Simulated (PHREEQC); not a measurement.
Consider water at 20 °C with 0.29 mol AlCl3, 0.0097 mol NaHCO3 and 0.0042 mol Fe(NO3)3 per kg of water. Closed to the air; pH follows from the charge balance.

All values are PHREEQC results (ion-association model, phreeqc.dat), not measurements.

Precipitation was switched off in this run.

### Question
Order these Fe species by the share of Fe that they hold, largest first: FeOH+2, FeCl+2, FeCl2+, Fe(OH)2+, Fe+3.

### Answer
FeOH+2 (47 %), Fe(OH)2+ (22 %), FeCl+2 (17 %), FeCl2+ (10 %), Fe+3 (3.1 %)

The pH is 3.89 and the ionic strength 1.74 mol/kgw. Examples of supersaturated solids here: Fe(OH)3(a), Hematite (slow to form). Others may be too. Caution: at this ionic strength the ion-association model is outside its range; a Pitzer model would be the better tool where its parameters exist.
